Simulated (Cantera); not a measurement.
Feed: 1 mol TEOS, 0.48 mol NO, at 2.20 mbar.

Cantera equilibrium calculation (NASA polynomials, part measured and part estimated; ideal gas, pure solids and liquids). Candidate condensed phases: C, C6H6, C7H8, C8H18, H2O, Si, SiC, SiO2, Si2N2O, Si3N4; 151 gas species. The feed counts by its element totals alone. Mutual solubility and eutectic melting of coexisting phases are not modelled. Gases not in the tables: Si2H6 and higher silanes. Equilibrium is a limit: real reactors are often held back by kinetics, nucleation or transport.

x: gas mole fraction; n: condensed amount in mol.

```csv
T (K),x H2,x CO,x H,x N2,x Si,x SiO,x HCN,n C(graphite),n SiO2(β-quartz),n SiC(s),n Si2N2O(s)
923,0.786,0.194,4.62e-9,0.0189,<1e-12,<1e-12,1.66e-7,5.53,1.00,0,0
1123,0.786,0.195,?,0.0189,<1e-12,?,?,5.52,1.00,0,0
1323,0.700,0.298,2.83e-5,0.00145,1.34e-10,0.000252,8.15e-6,3.18,0,0.558,0.219
1523,0.679,0.304,0.000406,0.0162,6.52e-8,0.000654,0.000130,2.54,0,0.990,0
1723,0.676,0.303,?,0.0161,?,?,?,2.55,0,0.980,0
1923,0.664,0.299,0.0164,0.0156,0.000314,0.00232,0.00109,2.57,0,0.960,0
2123,0.621,0.289,0.0603,0.0145,0.00650,0.00352,0.00221,2.66,0,0.828,0
```

Q: Complete the blanks.

A: 
- 1123, x H: 8.05e-7
- 1123, x SiO: 1.15e-8
- 1123, x HCN: 3.65e-6
- 1723, x H: 0.00320
- 1723, x Si: 7.45e-6
- 1723, x SiO: 0.00133
- 1723, x HCN: 0.000432
